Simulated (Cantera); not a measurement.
A closed system holds: 1 mol Si, 0.0019 mol H2O, 90 mol H2, held at 2.30 mbar.

Equilibrium computed with Cantera from the NASA thermochemical tables; the gas is ideal and each condensed phase is pure. Candidate condensed phases: H2O, Si, SiO2; 18 gas species. Kinetics and transport are ignored.

### Question
At 1473 K, list the 3 most abundant gas species with their mole fractions, and the condensed phases.

### Answer
H2 1.000, H 0.000264, SiO 2.11e-5. Condensed: Si(s).
